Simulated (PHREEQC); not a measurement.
# Copper plating or etch bath: an equilibrium model

Solution (25 °C): 0.0077 mol CuSO4, 0.011 mol HCl and 0.00015 mol H3BO3 per kg of water. Closed to the air; pH follows from the charge balance.

Model: ion-association model, phreeqc.dat, run in PHREEQC.

Each row changes one thing in this solution. No solid was allowed to form.

```
case                                           pH  ionic strength (mol/kgw)  Cu+2 (mol/kgw)  SO4-2 (mol/kgw)  HSO4- (mol/kgw)  CuSO4 (mol/kgw)
-------------------------------------------  ----  ------------------------  --------------  ---------------  ---------------  ---------------
as made                                      2.10                    0.0317         0.00613          0.00423          0.00199          0.00148
H3BO3 replaced by HBF4 at the same molality  2.10                    0.0318         0.00613          0.00423          0.00200          0.00147
HCl from 0.011 to 0.0022 mol/kgw             2.82                    0.0242         0.00573          0.00525         0.000497          0.00195
HCl from 0.011 to 0.11 mol/kgw               1.07                     0.127         0.00668          0.00158          0.00585         0.000270
temperature from 25 to 90 °C                 2.24                    0.0270               …          0.00236          0.00433          0.00101
diluted 5-fold with water                    2.73                   0.00734         0.00137          0.00120         0.000169         0.000167
0.0065 mol/kgw HBr added                     1.89                    0.0377         0.00637          0.00371                …          0.00124
```

### Question
Fill in the missing entries.

### Answer

- temperature from 25 to 90 °C, Cu+2 (mol/kgw): 0.00563
- 0.0065 mol/kgw HBr added, HSO4- (mol/kgw): 0.00275

Complexes and solids missing from the database can't appear. Constants without temperature data keep their 25 °C values here. Real BF4- forms and hydrolyses slowly; the run takes it at equilibrium.
